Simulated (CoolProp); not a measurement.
A simple Rankine cycle with p-xylene: condensing at 325.15 K, boiler at 2.07 MPa, turbine inlet 619 K, turbine efficiency 0.85, pump efficiency 0.6, no recuperator. Each further row changes one setting.

Values from CoolProp's reference Helmholtz-energy equation of state, Zhou 2012.

```csv
case,thermal efficiency (%),net work (kJ/kg),heat in (kJ/kg),turbine exit temperature (K),volume ratio over the turbine
as stated,23.6,(withheld),868,497.9,(withheld)
condensing temperature 317.15 K,(withheld),217,883,(withheld),677
boiler pressure 1.45 MPa,(withheld),200,(withheld),509.3,300
turbine efficiency 0.75,(withheld),180,868,510.7,(withheld)
```

Problem. Some entries are withheld; supply them.

Solution. 
- as stated, net work (kJ/kg): 205
- as stated, volume ratio over the turbine: 467
- condensing temperature 317.15 K, thermal efficiency (%): 24.6
- condensing temperature 317.15 K, turbine exit temperature (K): 491.5
- boiler pressure 1.45 MPa, thermal efficiency (%): 22.6
- boiler pressure 1.45 MPa, heat in (kJ/kg): 885
- turbine efficiency 0.75, thermal efficiency (%): 20.7
- turbine efficiency 0.75, volume ratio over the turbine: 479
